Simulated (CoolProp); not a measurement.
Vapour-liquid equilibrium of n-heptane (1) + p-xylene (2) at 0.486 MPa; x and y are mole fractions of (1).

Computed with CoolProp (multi-fluid Helmholtz-energy mixture model, Span 2003 and Zhou 2012; pair parameters Bell 2016).

Task: Give the bubble temperature and the first vapour's composition at x = 0.05, 0.2, 0.575. Is there an azeotrope?

Result: x = 0.05: 204.3 °C, y = 0.111; x = 0.2: 193.9 °C, y = 0.367; x = 0.575: 176.1 °C, y = 0.741. No azeotrope shows between x = 0.05 and 0.95.

The pair parameters rest on a limited set of measurements; away from them the model extrapolates.
